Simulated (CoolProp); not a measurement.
Values from CoolProp's reference Helmholtz-energy equation of state, Lemmon 2006. It is a short technical equation, of lower accuracy than the large ones.

Question: Give the vapour pressure (bar), liquid cp (kJ/(kg K)), vapour Z of saturated acetone at 367.7, 414, 475.6 K.

Answer: 
```json
[
 {"T (K)": "367.7", "p (bar)": "3.23", "liquid cp (kJ/(kg K))": "2.37", "vapour Z": "0.895"},
 {"T (K)": "414", "p (bar)": "9.51", "liquid cp (kJ/(kg K))": "2.60", "vapour Z": "0.796"},
 {"T (K)": "475.6", "p (bar)": "28.7", "liquid cp (kJ/(kg K))": "3.43", "vapour Z": "0.571"}
]
```
